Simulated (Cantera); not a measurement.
A closed system holds: 1 mol B2O3, 1.4 mol NF3, a varied amount of N2, at 1098.15 K and 0.0400 bar.

Cantera equilibrium calculation (NASA polynomials, part measured and part estimated; ideal gas, pure solids and liquids). Candidate condensed phases: B, BN, B2O3; 31 gas species. Rates play no part.

Problem. At 43 mol N2, list the 5 most abundant gas species with their mole fractions, and the condensed phases.

Solution. N2 0.946, BF3 0.0268, O2 0.0227, B3O3F3 0.00320, BOF 0.000929. Condensed: B2O3(l).
